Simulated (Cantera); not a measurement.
Input: 1 mol B₂O₃, 0.18 mol O₂, 33 mol H₂, at 2100 K and 0.00240 bar.

These are equilibrium values from Cantera (NASA tables, ideal gas, pure condensed phases), not measurements of a reactor. Candidate condensed phases: B, B₂O₃, B₃O₃H₃, H₂O; 23 gas species. Equilibrium is a limit: real reactors are often held back by kinetics, nucleation or transport.

Base state: H₂ 0.877, H 0.0596, HBO₂ 0.0217, HBO 0.0127, H₂O 0.0116, BO 0.0114, B₂O₃ 0.00493, B₂O₂ 0.000433 (mole fractions); condensed: gas only.

Task: What changes in the equilibrium state with this change: temperature from 2100 K to 2275 K?

Result: 
| species | before | after |
|---|---|---|
| H₂ | 0.877 | 0.779 |
| H | 0.0596 | 0.153 |
| BO | 0.0114 | 0.0218 |
| H₂O | 0.0116 | 0.0167 |
| HBO₂ | 0.0217 | 0.0162 |
| HBO | 0.0127 | 0.00972 |
| O | 4.55e-6 | 6.87e-5 |
| OH | 9.39e-5 | 0.000510 |
| BO₂ | 0.000212 | 0.000596 |
| B₂O₃ | 0.00493 | 0.00242 |
| B₂O₂ | 0.000433 | 0.000230 |

Task: What changes in the equilibrium state with this change: pressure from 0.00240 bar to 1.00 bar?

Result: 
| species | before | after |
|---|---|---|
| H₂ | 0.877 | 0.937 |
| HBO₂ | 0.0217 | 0.0234 |
| HBO | 0.0127 | 0.0183 |
| H | 0.0596 | 0.00302 |
| BO | 0.0114 | 0.000782 |
| H₂O | 0.0116 | 0.00926 |
| OH | 9.39e-5 | 3.55e-6 |
| BO₂ | 0.000212 | 1.08e-5 |
| B₂O₂ | 0.000433 | 0.000849 |
| B₂O₃ | 0.00493 | 0.00721 |

Task: What changes in the equilibrium state with this change: pressure from 0.00240 bar to 0.100 bar?

Result: 
```csv
species,before,after
H₂,0.877,0.930
HBO₂,0.0217,0.0233
HBO,0.0127,0.0175
H,0.0596,0.00950
BO,0.0114,0.00237
H₂O,0.0116,0.00957
OH,9.39e-5,1.16e-5
BO₂,0.000212,3.41e-5
B₂O₂,0.000433,0.000777
B₂O₃,0.00493,0.00688
```
